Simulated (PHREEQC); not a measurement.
Make-up at 25 °C: 2.4 mmol/kgw CdI2. Closed to the air; pH follows from the charge balance.

Equilibrium calculation in PHREEQC: ion-association model, wateq4f.dat.

Each row changes one thing in this solution. Precipitation was switched off in this run.

| case | pH | ionic strength (mol/kgw) | I- (mol/kgw) |
|---|---|---|---|
| as made | 6.47 | 0.00565 | 0.00399 |
| CdI2 from 0.0024 to 0.0048 mol/kgw | [?] | 0.00989 | 0.00720 |
| CdI2 replaced by NaI at the same molality | 7.00 | 0.00240 | 0.00240 |
| temperature from 25 to 55 °C | 6.03 | [?] | 0.00414 |

Q: Complete the blanks.

A: 
- CdI2 from 0.0024 to 0.0048 mol/kgw, pH: 6.39
- temperature from 25 to 55 °C, ionic strength (mol/kgw): 0.00595

Away from 25 °C the constants follow the database's enthalpies or fits; those with neither stay at their 25 °C values.
